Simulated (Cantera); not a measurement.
An adiabatic, constant-volume homogeneous reactor starts with CO : H2 : CH4 : O2 : N2 = 1 : 0.069 : 0.8 : 6.28 : 23.6 (molar parts), equivalence ratio 0.34, at 1773 K and 5.00 bar. Integrator tolerance rtol = 1e-08.

Detailed kinetics in Cantera: GRI-Mech 3.0 (53 species, 325 reactions).

### Question
What does this change do: pressure from 5.00 bar to 9.80 bar?

### Answer
```
quantity                                                              before                                      after
---------------------------------  -----------------------------------------  -----------------------------------------
time of steepest temperature rise                                    23.0 µs                                    13.2 µs
temperature at 0.500 s                                                2597 K                                     2613 K
equilibrium temperature                                               2597 K                                     2613 K
x(CO) at 0.500 s                     0.00349 (gas-phase equilibrium 0.00349)    0.00274 (gas-phase equilibrium 0.00274)
x(H2) at 0.500 s                   0.000491 (gas-phase equilibrium 0.000491)  0.000382 (gas-phase equilibrium 0.000382)
x(CH4) at 0.500 s                      <1e-12 (gas-phase equilibrium <1e-12)      <1e-12 (gas-phase equilibrium <1e-12)
x(HCN) at 0.500 s                  1.01e-11 (gas-phase equilibrium 1.01e-11)  1.05e-11 (gas-phase equilibrium 1.05e-11)
x(NO2) at 0.500 s                    3.29e-5 (gas-phase equilibrium 3.29e-5)    4.66e-5 (gas-phase equilibrium 4.66e-5)
x(H2O) at 0.500 s                      0.0489 (gas-phase equilibrium 0.0489)      0.0495 (gas-phase equilibrium 0.0495)
```

### Question
What does this change do: constant pressure in place of constant volume?

### Answer
```
quantity                                                              before                                      after
---------------------------------  -----------------------------------------  -----------------------------------------
time of steepest temperature rise                                    23.0 µs                                    23.7 µs
temperature at 0.500 s                                                2597 K                                     2462 K
equilibrium temperature                                               2597 K                                     2462 K
x(CO) at 0.500 s                     0.00349 (gas-phase equilibrium 0.00349)    0.00213 (gas-phase equilibrium 0.00213)
x(H2) at 0.500 s                   0.000491 (gas-phase equilibrium 0.000491)  0.000318 (gas-phase equilibrium 0.000318)
x(CH4) at 0.500 s                      <1e-12 (gas-phase equilibrium <1e-12)      <1e-12 (gas-phase equilibrium <1e-12)
x(HCN) at 0.500 s                  1.01e-11 (gas-phase equilibrium 1.01e-11)  2.17e-12 (gas-phase equilibrium 2.17e-12)
x(NO2) at 0.500 s                    3.29e-5 (gas-phase equilibrium 3.29e-5)    2.54e-5 (gas-phase equilibrium 2.54e-5)
x(H2O) at 0.500 s                      0.0489 (gas-phase equilibrium 0.0489)      0.0502 (gas-phase equilibrium 0.0502)
```

### Question
What does this change do: H2 0.069 to 0.037 parts?

### Answer
| quantity | before | after |
|---|---|---|
| time of steepest temperature rise | 23.0 µs | 24.9 µs |
| temperature at 0.500 s | 2597 K | 2592 K |
| equilibrium temperature | 2597 K | 2592 K |
| x(CO) at 0.500 s | 0.00349 (gas-phase equilibrium 0.00349) | 0.00341 (gas-phase equilibrium 0.00341) |
| x(H2) at 0.500 s | 0.000491 (gas-phase equilibrium 0.000491) | 0.000472 (gas-phase equilibrium 0.000472) |
| x(CH4) at 0.500 s | <1e-12 (gas-phase equilibrium <1e-12) | <1e-12 (gas-phase equilibrium <1e-12) |
| x(HCN) at 0.500 s | 1.01e-11 (gas-phase equilibrium 1.01e-11) | 9.41e-12 (gas-phase equilibrium 9.41e-12) |
| x(NO2) at 0.500 s | 3.29e-5 (gas-phase equilibrium 3.29e-5) | 3.29e-5 (gas-phase equilibrium 3.29e-5) |
| x(H2O) at 0.500 s | 0.0489 (gas-phase equilibrium 0.0489) | 0.0480 (gas-phase equilibrium 0.0480) |
